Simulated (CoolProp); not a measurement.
Properties of nitrous oxide along the isotherm 500 K (Tc = 309.5 K, pc = 72.45 bar, ω = 0.161).

Computed with CoolProp (reference Helmholtz-energy equation of state, Lemmon 2006). It is a short technical equation, of lower accuracy than the large ones.

```csv
p (bar),phase,cp (kJ/(kg K)),cv (kJ/(kg K)),Joule-Thomson coefficient (K/MPa),isothermal compressibility (1/MPa)
22.6,gas,1.075,0.8598,3.318,0.4508
45.3,gas,(withheld),0.8665,3.218,0.2289
67.9,gas,1.147,0.8731,3.109,0.1551
90.6,supercritical,1.187,0.8796,2.988,0.1177
113,supercritical,1.227,0.8859,(withheld),0.09530
136,supercritical,1.269,(withheld),2.706,0.07961
158,supercritical,1.309,0.8976,2.552,0.06852
181,supercritical,1.349,0.9030,2.380,(withheld)
204,supercritical,1.386,0.9080,2.202,0.05206
226,supercritical,1.419,0.9124,2.029,0.04611
249,supercritical,1.448,0.9165,1.850,0.04076
272,supercritical,1.472,0.9203,1.676,0.03614
294,supercritical,1.490,0.9235,1.518,0.03228
317,supercritical,1.505,0.9265,1.363,0.02876
340,supercritical,1.516,0.9293,1.219,0.02569
362,supercritical,1.523,0.9317,1.093,0.02313
```

### Question
Fill in the missing entries.

### Answer

- 45.3, cp (kJ/(kg K)): 1.110
- 113, Joule-Thomson coefficient (K/MPa): 2.856
- 136, cv (kJ/(kg K)): 0.8920
- 181, isothermal compressibility (1/MPa): 0.05944
